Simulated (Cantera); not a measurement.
Cantera run, input and output.

```python
import numpy as np
import cantera as ct

gas = ct.Solution("gri30.yaml", transport_model="mixture-averaged")
show = ['C2H2', 'CO2', 'NH3']

rows = []
print(f"{'T/K':>7s}{'rho':>11s}{'cp':>10s}{'mu':>11s}{'lambda':>11s}{'Pr':>7s}" + "".join(f"{'D_' + s:>11s}" for s in show))
for T in [400, 550, 700, 850, 1000, 1150]:
    gas.TPX = T, 140, {'C3H8': 0.33}
    Pr = gas.cp_mass * gas.viscosity / gas.thermal_conductivity
    D = [gas.mix_diff_coeffs_mole[gas.species_index(s)] for s in show]
    rows.append([gas.density, gas.cp_mass, gas.viscosity, gas.thermal_conductivity, Pr, *D])
    print(f"{T:7g}{gas.density:11.4e}{gas.cp_mass:10.1f}{gas.viscosity:11.4e}"
          f"{gas.thermal_conductivity:11.4e}{Pr:7.3f}" + "".join(f"{d:11.4e}" for d in D))
print("SI units: kg/m3, J/kg/K, Pa s, W/m/K, m2/s")
```

Output:

```
    T/K        rho        cp         mu     lambda     Pr     D_C2H2      D_CO2      D_NH3
    400 1.8563e-03    2133.9 1.0870e-05 3.0696e-02  0.756 1.1297e-02 1.0192e-02 1.4412e-02
    550 1.3500e-03    2739.3 1.4393e-05 5.2261e-02  0.754 2.0332e-02 1.8440e-02 2.6706e-02
    700 1.0607e-03    3237.2 1.7519e-05 7.4960e-02  0.757 3.1319e-02 2.8502e-02 4.1985e-02
    850 8.7354e-04    3634.5 2.0350e-05 9.7636e-02  0.758 4.4053e-02 4.0183e-02 5.9909e-02
   1000 7.4251e-04    3959.8 2.2954e-05 1.1983e-01  0.759 5.8388e-02 5.3346e-02 8.0228e-02
   1150 6.4566e-04    4195.3 2.5378e-05 1.4134e-01  0.753 7.4216e-02 6.7886e-02 1.0276e-01
SI units: kg/m3, J/kg/K, Pa s, W/m/K, m2/s
```

Detailed kinetics in Cantera: GRI-Mech 3.0 (53 species, 325 reactions). The composition is frozen, though it would react at the higher temperatures.
